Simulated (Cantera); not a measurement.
Feed: 1 mol SiC, 0.4 mol H₂, equilibrated at 2773 K.

Points: P (Pa) = 1, 4.6, 22, 100, 460, 2200, 10000, 46000, 220000, 1e+06.

Cantera's Mixture.equilibrate('TP', solver="vcs", rtol=1e-11, max_steps=5000) on the NASA tables stopped like this:

```
ERROR: FAILURE its = 5001!

*******************************************************************************
CanteraError thrown by MultiPhase::equilibrate:
VCS solver failed. Return code: -1
*******************************************************************************
```

What got this run through?

Several could match; the one computed here: The failure is numerical, not chemical. The same input converged with solver="gibbs", rtol=1e-10, max_steps=50000, and the result passed a check of the equilibrium conditions:
```
log10 of partial pressures in bar; condensed amounts in mol
      P/Pa        H2        Si         H      SiC2         C        C3      Si2C     C(gr)     Si(L)    SiC(b)
         1    -8.680    -5.392    -5.469    -6.702    -5.825    -6.189    -9.977         0         0         0
       4.6    -7.274    -4.731    -4.766    -5.527    -5.568    -5.418    -8.397         0         0         0
        22    -5.867    -4.092    -4.062    -4.512    -5.380    -4.855    -6.931         0         0         0
       100    -4.566    -3.443    -3.412    -3.724    -5.311    -4.646    -5.563    0.1667         0         0
       460    -3.422    -2.759    -2.840    -3.040    -5.311    -4.646    -4.196    0.2844         0         0
      2200    -2.438    -2.097    -2.348    -2.378    -5.311    -4.646    -2.872    0.3354         0         0
     1e+04    -1.246    -1.895    -1.752    -2.176    -5.311    -4.646    -2.468   0.04001         0    0.8389
   4.6e+04    -0.422    -1.816    -1.340    -2.255    -5.390    -4.884    -2.389         0         0     0.969
   2.2e+05     0.308    -1.631    -0.975    -2.441    -5.575    -5.439    -2.203         0         0    0.9903
     1e+06     0.983    -1.525    -0.637    -2.546    -5.680    -5.756    -2.098         0  0.001438    0.9948
```

The gas is ideal and each condensed phase is pure. Mutual solubility and eutectic melting of coexisting phases are not modelled. Gases not in the tables: Si2H6 and higher silanes.
